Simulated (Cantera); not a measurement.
A perfectly stirred reactor is fed with CH₄ : H₂ = 1 : 11 (molar parts), at 0.0267 bar; it is held at 1575 K, and followed from long to short residence time.

Model: GRI-Mech 3.0 (53 species, 325 reactions), integrated in Cantera. GRI-Mech 3.0 stops at C3 and has no aromatics, soot or wall deposition, so with more carbon than oxygen in the feed, carbon stays in small species such as C2H2 where larger ones or solid carbon would form. Radical loss at walls, strong at low pressure, is not modelled.

### Question
What does this change do: pressure from 0.0267 bar to 0.0470 bar?

### Answer
```tsv
quantity	before	after
x(CH₄) at τ = 0.390 s	0.0756	0.0738
x(H₂) at τ = 0.390 s	0.921	0.922
x(CH₃) at τ = 0.390 s	0.000285	0.000226
x(C₂H₂) at τ = 0.390 s	0.00326	0.00408
x(C₂H₄) at τ = 0.390 s	0.000191	0.000187
x(CH₄) at τ = 13.0 ms	0.0832	0.0831
x(H₂) at τ = 13.0 ms	0.917	0.917
x(CH₃) at τ = 13.0 ms	9.36e-5	0.000132
x(C₂H₂) at τ = 13.0 ms	2.06e-6	1.43e-5
x(C₂H₄) at τ = 13.0 ms	8.67e-6	2.92e-5
```

### Question
What does this change do: temperature 1575 to 1023 K?

### Answer
```tsv
quantity	before	after
x(CH₄) at τ = 0.390 s	0.0756	0.0833
x(H₂) at τ = 0.390 s	0.921	0.917
x(CH₃) at τ = 0.390 s	0.000285	2.92e-10
x(C₂H₂) at τ = 0.390 s	0.00326	<1e-12
x(C₂H₄) at τ = 0.390 s	0.000191	<1e-12
x(CH₄) at τ = 13.0 ms	0.0832	0.0833
x(H₂) at τ = 13.0 ms	0.917	0.917
x(CH₃) at τ = 13.0 ms	9.36e-5	9.73e-12
x(C₂H₂) at τ = 13.0 ms	2.06e-6	<1e-12
x(C₂H₄) at τ = 13.0 ms	8.67e-6	<1e-12
```
